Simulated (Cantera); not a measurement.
An isothermal, constant-pressure homogeneous reactor starts with 24.4 % NH₃, 75.6 % N₂, at 1750 K and 2300 Pa.

Model: the gas-phase N/H chemistry of the illustrative SiF4/NH3 mechanism in the Surface Chemkin manual (1991), integrated in Cantera. Walls and surfaces, which speed up NH3 decomposition in real reactors, are not modelled.

### Question
Predict: x(NH₃) at 40.0 s; x(N₂H₂) at 40.0 s; x(N) at 40.0 s; x(NH) at 40.0 s; x(H₂) at 40.0 s; x(NH₂) at 40.0 s.

### Answer
```json
{
  "x(NH₃) at 40.0 s": "0.0163 (gas-phase equilibrium 9.89e-8)",
  "x(N₂H₂) at 40.0 s": "3.10e-8 (gas-phase equilibrium <1e-12)",
  "x(N) at 40.0 s": "1.82e-7 (gas-phase equilibrium 8.08e-11)",
  "x(NH) at 40.0 s": "1.05e-6 (gas-phase equilibrium 1.11e-10)",
  "x(H₂) at 40.0 s": "0.274 (gas-phase equilibrium 0.294)",
  "x(NH₂) at 40.0 s": "2.92e-5 (gas-phase equilibrium 7.35e-10)"
}
```
